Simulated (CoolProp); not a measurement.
The fluid at 293.15 K and 0.0141 MPa is throttled through a valve to 0.000995 MPa with no heat exchange. The same conditions are run with several fluids, on thermodynamics alone (safety and materials aside).

Computed with CoolProp (reference Helmholtz-energy equation of state of each fluid (R113: Marx 1992; R152A: Outcalt 1996; CH3F (R41): Lemmon 2006; cyclopropane: Polt 1992; R365MFC: Lemmon 2016)). The equations of Platzer and Polt are older, rougher fits.

| fluid | temperature change (K) | final density (kg/m³) |
|---|---|---|
| R113 | -0.5 | 0.0767 |
| R152A | -0.4 | … |
| CH3F (R41) | … | … |
| cyclopropane | … | … |
| R365MFC | -0.5 | … |

Task: Complete the blanks.

Result: 
- R152A, final density (kg/m³): 0.0270
- CH3F (R41), temperature change (K): -0.2
- CH3F (R41), final density (kg/m³): 0.0139
- cyclopropane, temperature change (K): -0.3
- cyclopropane, final density (kg/m³): 0.0172
- R365MFC, final density (kg/m³): 0.0606
